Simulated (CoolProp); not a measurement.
Vapour-liquid equilibrium of R22 (1) + dimethyl ether (2) at 18.1 bar; x and y are mole fractions of (1).

Model: multi-fluid Helmholtz-energy mixture model, Kamei 1995 and Wu 2011; pair parameters Bell 2016, in CoolProp.

```tsv
x	bubble temperature (K)	y at the bubble point	dew temperature at overall composition x (K)	liquid density (mol/L)
0.05	343.6	0.045	343.6	12.57
0.125	344.0	0.119	344.0	12.60
0.2	344.2	0.198	344.2	12.62
0.275	344.1	0.284	344.1	12.65
0.35	343.6	0.376	343.8	12.67
0.425	342.6	0.471	343.2	12.70
0.5	341.1	0.568	342.3	12.73
0.575	339.1	0.662	341.0	12.77
0.65	336.4	0.750	339.4	12.80
0.725	333.2	0.828	337.2	12.84
0.8	329.7	0.893	334.5	12.85
0.875	326.0	0.945	330.8	12.84
0.95	322.3	0.982	325.5	12.77
```

y crosses x between x = 0.2 and 0.275: the model has an azeotrope there.

Pair parameters are fitted to limited data, so mixtures are less certain than the pure fluids.
